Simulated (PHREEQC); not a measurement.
0.011 g of hydrous ferric oxide (600 m²/g; 0.2 weak and 0.005 strong sites per Fe, Dzombak-Morel constants, diffuse double layer) in 1 kg of water with 0.1 mol/kgw of an inert sodium salt and 6.3e-07 mol/kgw NaF, at 25 °C; the pH is set by adding NaOH or the inert anion's acid. O2 is buffered at 0.21 atm. The system is closed to CO2. No solid was allowed to form.

Base run: PHREEQC, ion-association model, wateq4f.dat. Each further column changes one thing. The table gives surface charge σ (C/m²).

```
pH     base  background salt from 0.1 to 0.01 mol/kgw  oxide from 0.011 to 0.055 g/kgw  6.2e-05 mol/kgw Na2HAsO4 added
---  ------  ----------------------------------------  -------------------------------  ------------------------------
4     0.320                                     0.213                            0.320                           0.021
5     0.214                                     0.112                            0.214                           0.005
6.5   0.074                                     0.030                            0.074                          -0.024
7.5   0.022                                     0.008                            0.022                          -0.038
8.5  -0.014                                    -0.005                           -0.014                          -0.060
9.5  -0.060                                    -0.024                           -0.060                          -0.103
11   -0.190                                    -0.099                           -0.190                          -0.204
12   -0.306                                    -0.229                           -0.306                          -0.308
```
